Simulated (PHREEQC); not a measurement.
Make-up at 93 °C: 8.8 mmol/kgw CdBr2. Closed to the air; pH follows from the charge balance.

The numbers come from PHREEQC with the ion-association model, phreeqc.dat.

Precipitation was switched off in this run.

Q: What pH, ionic strength does the model give?

A: pH 5.43; ionic strength 0.0179 mol/kgw.

Q: In which forms is Cd present?

A: Cd+2 53 %, CdBr+ 44 %, CdBr2 2.9 % of the Cd.

Away from 25 °C the constants follow the database's enthalpies or fits; those with neither stay at their 25 °C values.
